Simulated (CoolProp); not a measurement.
Saturation properties of ethylene.

Values from CoolProp's reference Helmholtz-energy equation of state, Smukala 2000.

| T (°C) | p (MPa) | liquid density (kg/m³) | enthalpy of vaporisation (kJ/kg) | vapour Z | surface tension (mN/m) |
|---|---|---|---|---|---|
| -74.55 | 0.4299 | 523.5 | 435.0 | 0.9084 | 11.5 |
| -67.45 | 0.5714 | 511.8 | 421.5 | 0.8885 | 10.4 |
| -60.35 | 0.7446 | 499.6 | 407.0 | 0.8661 | 9.26 |
| -53.25 | 0.9534 | 486.9 | 391.3 | 0.8410 | 8.16 |
| -46.15 | 1.202 | 473.3 | 374.1 | 0.8132 | 7.09 |
| -39.05 | 1.494 | 458.9 | 355.2 | 0.7822 | 6.04 |
| -31.95 | 1.834 | 443.4 | 334.1 | 0.7477 | 5.01 |
| -24.95 | 2.221 | 426.6 | 310.8 | 0.7097 | 4.03 |

It boils at -103.8 °C under 1 atm.

Surface tension comes from a separate correlation (Mulero 2012).
